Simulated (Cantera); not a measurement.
A perfectly stirred reactor is fed with 30.3 % NH₃, 69.7 % N₂, at 0.0110 bar; it is held at 2000 K, and followed from long to short residence time.

Computed with Cantera and the gas-phase N/H chemistry of the illustrative SiF4/NH3 mechanism in the Surface Chemkin manual (1991). Walls and surfaces, which speed up NH3 decomposition in real reactors, are not modelled.

Problem. Predict: x(NH₃) at τ = 8.60 s; x(H₂) at τ = 8.60 s; x(NH₂) at τ = 8.60 s; x(N) at τ = 8.60 s; x(N₂H₂) at τ = 8.60 s; x(NH₃) at τ = 35.0 ms; x(H₂) at τ = 35.0 ms; x(NH₂) at τ = 35.0 ms; x(N) at τ = 35.0 ms; x(N₂H₂) at τ = 35.0 ms.

Solution. 
- x(NH₃) at τ = 8.60 s: 0.0442
- x(H₂) at τ = 8.60 s: 0.297
- x(NH₂) at τ = 8.60 s: 0.000213
- x(N) at τ = 8.60 s: 1.85e-6
- x(N₂H₂) at τ = 8.60 s: 3.98e-7
- x(NH₃) at τ = 35.0 ms: 0.295
- x(H₂) at τ = 35.0 ms: 0.00818
- x(NH₂) at τ = 35.0 ms: 0.00101
- x(N) at τ = 35.0 ms: 1.59e-7
- x(N₂H₂) at τ = 35.0 ms: 3.62e-6
